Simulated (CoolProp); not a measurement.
20 sccm (0 °C, 1 atm) of nitrogen bubbles through liquid ethanol at 299.2 K and leaves saturated at a total pressure of 0.15 MPa (ideal gas phase). Each further row changes one setting.

The numbers come from the reference Helmholtz-energy equation of state, Schroeder 2014 in CoolProp.

| case | vapour pressure (kPa) | mole fraction of vapour | delivery (mg/min) | delivery (sccm) | change of delivery for a bath 1 K warmer (%) |
|---|---|---|---|---|---|
| as stated | 8.38 | 0.0558 | 2.43 | 1.18 | 6.2 |
| bath temperature 304.2 K | 11.1 | 0.0740 | 3.28 | 1.60 | 6.1 |
| total pressure 0.3 MPa | 8.38 | 0.0279 | 1.18 | 0.574 | 6.0 |
